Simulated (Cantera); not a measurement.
Charge: 1 mol Si3N4, 0.014 mol N2.

These are equilibrium values from Cantera (NASA tables, ideal gas, pure condensed phases), not measurements of a reactor. Candidate condensed phases: Si, Si3N4; 7 gas species. Equilibrium is a limit: real reactors are often held back by kinetics, nucleation or transport.

Stable condensed phases, one row left out:

```
T in °C \ P in Pa
               1      10     100    1000   10000  100000 1000000
   2750        A       A       A       A       A       B       B
   2550        A       A       A       A       B       B       B
   2350        A       A       A       A       B       B       B
   2150        A       A       A       B       B       B       B
   1950        A       A       B       B       B       B       C
   1550        B       B       B       B       C       C       C
   1350        B       B       C       C       C       C       C
   1150        C       C       C       C       C       C       C
```

A: gas only; B: Si; C: Si3N4.

Give the row for 1750 °C.

1: gas only; 10: Si; 100: Si; 1000: Si; 10000: Si; 100000: Si3N4; 1000000: Si3N4.
